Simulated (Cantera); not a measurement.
A Cantera script and its output.

```python
import numpy as np
import cantera as ct

gas = ct.Solution("h2o2.yaml")


def delay(T, t_max=10):
    gas.TPX = T, 120000, {'H2': 1, 'O2': 0.962, 'N2': 5.38}
    reactor = ct.IdealGasReactor(gas, clone=False)
    net = ct.ReactorNet([reactor])
    net.rtol, net.atol = 1e-8, 1e-16
    while net.time < t_max:
        t_old, T_old = net.time, reactor.T
        net.step()
        if reactor.T > T + 400:  # ignition: a rise of 400 K
            return t_old + (T + 400 - T_old) / (reactor.T - T_old) * (net.time - t_old)
    return np.nan


taus = []
for T in [1125, 1225, 1325, 1425, 1525, 1625]:
    taus.append(delay(T))
    print(f"T0 = {T:6g} K   tau = {taus[-1]:.4e} s")

# d ln(tau) / d ln(k), from doubling and halving each rate constant
T, sens = 1225, []
for i in range(gas.n_reactions):
    gas.set_multiplier(2.0, i)
    up = delay(T)
    gas.set_multiplier(0.5, i)
    down = delay(T)
    gas.set_multiplier(1.0, i)
    sens.append((np.log(up / down) / np.log(4.0), gas.reaction(i).equation))
sens.sort(key=lambda x: -abs(x[0]))
print(f"sensitivities at {T} K")
for s, eq in sens[:10]:
    print(f"{s:8.3f}  {eq}")
```

Output:

```
T0 =   1125 K   tau = 8.6542e-05 s
T0 =   1225 K   tau = 4.8663e-05 s
T0 =   1325 K   tau = 3.3351e-05 s
T0 =   1425 K   tau = 2.6334e-05 s
T0 =   1525 K   tau = 2.3375e-05 s
T0 =   1625 K   tau = 2.2795e-05 s
sensitivities at 1225 K
  -0.643  H + O2 <=> O + OH
  -0.201  H2 + O <=> H + OH
  -0.098  H2 + OH <=> H + H2O
  -0.046  H + HO2 <=> H2 + O2
   0.037  H + O2 + N2 <=> HO2 + N2
  -0.035  H + O2 + H2O <=> HO2 + H2O
  -0.015  H + HO2 <=> 2 OH
  -0.012  H + OH + M <=> H2O + M
   0.012  H + O2 + M <=> HO2 + M
   0.006  H + O2 + O2 <=> HO2 + O2
```

Computed with Cantera and the H2/O2 subset of GRI-Mech 3.0, which has no nitrogen chemistry. Where the delays flatten at high temperature, the 400 K rule measures the pace of heat release, not the induction time.
